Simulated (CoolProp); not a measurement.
n-dodecane at several states: density (kg/m³) from the reference equation and from simpler models built on Tc = 385.0 °C, pc = 18.18 bar, ω = 0.574; each cubic takes its own stable root.

Model: reference Helmholtz-energy equation of state, Lemmon 2004, in CoolProp. It is a short technical equation, of lower accuracy than the large ones.

| T (°C) | p (bar) | phase | reference | Redlich-Kwong | Soave-Redlich-Kwong | Peng-Robinson |
|---|---|---|---|---|---|---|
| 137.95 | 9.19 | liquid | 662.0 | 506.5 | 543.1 | 611.7 |
| 340.25 | 1 | gas | … | … | 3.425 | … |
| 148.55 | 0.917 | liquid | 652.3 | … | 535.5 | 603.7 |

### Question
Fill in the missing entries.

### Answer

- 340.25, reference: 3.441
- 340.25, Redlich-Kwong: 3.420
- 340.25, Peng-Robinson: 3.433
- 148.55, Redlich-Kwong: 496.1
